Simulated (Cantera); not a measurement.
A perfectly stirred reactor is fed with CH₃OH : O₂ : N₂ : H₂O = 1 : 3 : 11.3 : 3.7 (molar parts), at 3.00 bar; it is adiabatic with a 375 K inlet, and is followed from long to short residence time, starting on the burning branch (τ in s: 0.064, 0.034, 0.018, 0.0099, 0.0053, 0.0029, 0.0015, 0.00082, 0.00044, 0.00024, 0.00013, 6.8e-05).

Model: GRI-Mech 3.0 (53 species, 325 reactions), integrated in Cantera. GRI-Mech 3.0 was tuned for natural gas; its chemistry of methanol as a main component is partial and can be far from experiment.

Question: What does this change do: 0.51 parts CO2 added?

Answer: 
| quantity | before | after |
|---|---|---|
| blow-out, bracketed by the residence times tried | burning at 34.0 ms, out at 18.0 ms | burning at 64.0 ms, out at 34.0 ms |
| x(CH₃OH) at τ = 64.0 ms | 0.000126 | 0.000268 |
| x(O₂) at τ = 64.0 ms | 0.0789 | 0.0787 |
| x(H₂O) at τ = 64.0 ms | 0.291 | 0.283 |
| x(H₂O₂) at τ = 64.0 ms | 2.41e-6 | 6.79e-6 |
| x(N₂O) at τ = 64.0 ms | 4.84e-7 | 3.85e-7 |
| x(CH₃OH) at τ = 1.50 ms | 0.0526 | 0.0513 |
| x(O₂) at τ = 1.50 ms | 0.158 | 0.154 |
| x(H₂O) at τ = 1.50 ms | 0.195 | 0.190 |
| x(H₂O₂) at τ = 1.50 ms | <1e-12 | <1e-12 |
| x(N₂O) at τ = 1.50 ms | <1e-12 | <1e-12 |

Question: What does this change do: N2 11.3 to 8 parts?

Answer: 
```
quantity                                                                      before                               after
------------------------------------------------  ----------------------------------  ----------------------------------
blow-out, bracketed by the residence times tried  burning at 34.0 ms, out at 18.0 ms  burning at 5.30 ms, out at 2.90 ms
x(CH₃OH) at τ = 64.0 ms                                                     0.000126                             1.23e-5
x(O₂) at τ = 64.0 ms                                                          0.0789                              0.0928
x(H₂O) at τ = 64.0 ms                                                          0.291                               0.352
x(H₂O₂) at τ = 64.0 ms                                                       2.41e-6                             3.20e-7
x(N₂O) at τ = 64.0 ms                                                        4.84e-7                             3.76e-7
x(CH₃OH) at τ = 1.50 ms                                                       0.0526                              0.0637
x(O₂) at τ = 1.50 ms                                                           0.158                               0.191
x(H₂O) at τ = 1.50 ms                                                          0.195                               0.236
x(H₂O₂) at τ = 1.50 ms                                                        <1e-12                              <1e-12
x(N₂O) at τ = 1.50 ms                                                         <1e-12                              <1e-12
```
